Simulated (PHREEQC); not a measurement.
Make-up at 20 °C: 14 mmol/kgw HF, 190 mmol/kgw Na2HPO4 and 0.059 mmol/kgw KCl. Closed to the air; pH follows from the charge balance.

The numbers come from PHREEQC with the ion-association model, wateq4f.dat.

```csv
quantity,before,after
pH,7.75,8.21
ionic strength (mol/kgw),0.508,0.00554
Na+ (mol/kgw),0.355,0.00379
HPO4-2 (mol/kgw),0.152,0.00175
NaHPO4- (mol/kgw),0.0234,9.48e-6
SI of Halite (NaCl),-6.59,-10.29
```

**Question.** What was changed between the two runs?
(A) HF from 0.014 to 0.0014 mol/kgw
(B) diluted 100-fold with water
(C) Na2HPO4 from 0.19 to 0.171 mol/kgw
(D) temperature from 20 to 70 °C
(E) temperature from 20 to 50 °C

**Answer.** B, diluted 100-fold with water

Precipitation was switched off in this run. H3PO4, which wateq4f.dat lacks, is added to it with the constant of phreeqc.dat.
